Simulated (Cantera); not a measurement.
# Premixed flame

A freely propagating, adiabatic, planar premixed flame of 5.94 % CH₄, 1.19 % H₂, 18.6 % O₂, 70.1 % N₂, 4.16 % H₂O, equivalence ratio 0.67, unburnt at 500 K and 0.132 atm; mixture-averaged transport, grid criteria slope 0.08 and curve 0.16, no radiation.

Cantera simulation using GRI-Mech 3.0 (53 species, 325 reactions); the numbers are that mechanism's predictions, not measurements. Burning velocities carry a grid error of a few per cent, more on coarse grids.

```
z (mm)  T (K)  u (m/s)     x CH₄     x H₂    x O₂   x H₂O   x H₂O₂    x C₂H₆
------  -----  -------  --------  -------  ------  ------  -------  --------
-7.94     500    0.936    0.0594   0.0120   0.186  0.0416    <1e-8     <1e-8
-5.29     501    0.937    0.0594   0.0122   0.186  0.0417  7.58e-8   1.34e-7
-3.97     504    0.943    0.0592   0.0125   0.186  0.0421  4.31e-7   1.21e-6
-2.65     533    0.999    0.0577   0.0132   0.184  0.0455  2.74e-6   2.30e-5
-1.32     779     1.47    0.0450   0.0146   0.166  0.0711  4.01e-6  0.000308
-0.662   1079     2.05    0.0272   0.0152   0.139   0.102  2.93e-6  0.000371
0        1387     2.65   0.00801   0.0137   0.104   0.135  1.09e-6   4.60e-5
0.662    1521     2.91  0.000905  0.00974  0.0819   0.151  3.17e-7   3.63e-7
1.32     1559     2.98   5.97e-5  0.00744  0.0735   0.155  2.81e-7     <1e-8
2.65     1598     3.04   2.16e-7  0.00670  0.0684   0.155  2.44e-7     <1e-8
5.29     1649     3.12     <1e-8  0.00629  0.0657   0.156  1.87e-7     <1e-8
10.6     1711     3.22     <1e-8  0.00507  0.0641   0.160  1.27e-7     <1e-8
21.2     1773     3.33     <1e-8  0.00345  0.0629   0.164  8.12e-8     <1e-8
```
x: mole fraction of selected species; z is measured from the peak of heat release.

| Quantity | Value |
|---|---|
| laminar burning velocity | 93.6 cm/s |
| thermal thickness | 2.65 mm |
| peak x(H₂O₂) | 4.43e-6 |
| peak x(C₂H₆) | 0.000416 |
| grid points | 144 |
